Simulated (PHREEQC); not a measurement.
# Acid mine or pickling water

Model water analysis in mg/L, 54 °C, pH 2.24, pe 12.7: Na 86.7; K 15.6; Ca 70.3; Mg 7.24; Cl 6.18; S(6) as SO4 955; F 0.0295; Li 0.792.

Valence states are taken as typed.

Computed with PHREEQC (ion-association model, wateq4f.dat).

Each row changes one thing in this solution. Precipitation was switched off in this run.

```json
[
 {"case": "as made", "ionic strength (mol/kgw)": "0.0208", "SO4-2 (mol/kgw)": "0.00531", "HSO4- (mol/kgw)": "0.00388", "Ca+2 (mol/kgw)": "0.00121", "CaSO4 (mol/kgw)": "0.000517", "K+ (mol/kgw)": "0.000387", "SI of Gypsum (CaSO4:2H2O)": "-1.06", "SI of Fluorite (CaF2)": "-6.85"},
 {"case": "Ca from 70.3 to 141 mg/L", "ionic strength (mol/kgw)": "0.0228", "SO4-2 (mol/kgw)": "0.00507", "HSO4- (mol/kgw)": "0.00364", "Ca+2 (mol/kgw)": "0.00249", "CaSO4 (mol/kgw)": "0.000974", "K+ (mol/kgw)": "0.000388", "SI of Gypsum (CaSO4:2H2O)": "-0.78", "SI of Fluorite (CaF2)": "-6.55"},
 {"case": "temperature from 54 to 40 °C at the same typed pH", "ionic strength (mol/kgw)": "0.0220", "SO4-2 (mol/kgw)": "?", "HSO4- (mol/kgw)": "0.00312", "Ca+2 (mol/kgw)": "0.00120", "CaSO4 (mol/kgw)": "0.000528", "K+ (mol/kgw)": "0.000388", "SI of Gypsum (CaSO4:2H2O)": "-1.04", "SI of Fluorite (CaF2)": "-6.53"},
 {"case": "all concentrations times 2 at the same typed pH", "ionic strength (mol/kgw)": "0.0378", "SO4-2 (mol/kgw)": "0.0108", "HSO4- (mol/kgw)": "?", "Ca+2 (mol/kgw)": "0.00209", "CaSO4 (mol/kgw)": "0.00135", "K+ (mol/kgw)": "0.000757", "SI of Gypsum (CaSO4:2H2O)": "-0.64", "SI of Fluorite (CaF2)": "-6.08"}
]
```

Problem. Complete the blanks.

Solution. 
- temperature from 54 to 40 °C at the same typed pH, SO4-2 (mol/kgw): 0.00607
- all concentrations times 2 at the same typed pH, HSO4- (mol/kgw): 0.00706

Species that the database lacks are ignored. At this temperature some constants are extrapolated from 25 °C, and those without enthalpy data are left unchanged.
